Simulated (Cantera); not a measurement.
## Moist CO burnout

An isothermal, constant-pressure homogeneous reactor starts with CO : O2 : H2O : N2 = 0.0064 : 0.013 : 0.0017 : 1 (molar parts), equivalence ratio 0.25, at 1225 K and 0.100 bar.

Cantera simulation using GRI-Mech 3.0 (53 species, 325 reactions); the numbers are that mechanism's predictions, not measurements.

```
t (s)         x CO     x O2    x H2O    x H2O2     x NO     x N2O
--------  --------  -------  -------  --------  -------  --------
0.000200   0.00627   0.0127  0.00166    <1e-12   <1e-12    <1e-12
0.000540   0.00627   0.0127  0.00166    <1e-12   <1e-12    <1e-12
0.00146    0.00627   0.0127  0.00166    <1e-12   <1e-12    <1e-12
0.00394    0.00627   0.0127  0.00166    <1e-12   <1e-12    <1e-12
0.0106     0.00627   0.0127  0.00166    <1e-12   <1e-12    <1e-12
0.0287     0.00627   0.0127  0.00166  1.35e-12   <1e-12  1.88e-11
0.0775     0.00426   0.0114  0.00139   6.70e-9  4.03e-8   4.31e-8
0.209     0.000366  0.00965  0.00152   9.74e-9  8.02e-7   5.40e-8
0.565      4.20e-5  0.00963  0.00165   2.96e-9  8.60e-7   9.01e-8
1.52       5.33e-6  0.00963  0.00167  5.04e-10  8.66e-7   1.09e-7
4.12       7.39e-7  0.00963  0.00167  9.01e-11  8.67e-7   1.08e-7
11.1       1.23e-7  0.00963  0.00167  2.01e-11  8.69e-7   8.20e-8
30.0       2.96e-8  0.00963  0.00167  6.07e-12  8.70e-7   3.60e-8
```
x: mole fraction; the columns are a selection and need not sum to one.

Equilibrium at this temperature and pressure: CO 6.34e-9, O2 0.00960, H2O 0.00167, H2O2 1.54e-12, NO 5.66e-5, N2O 1.38e-9 (gas phase only).
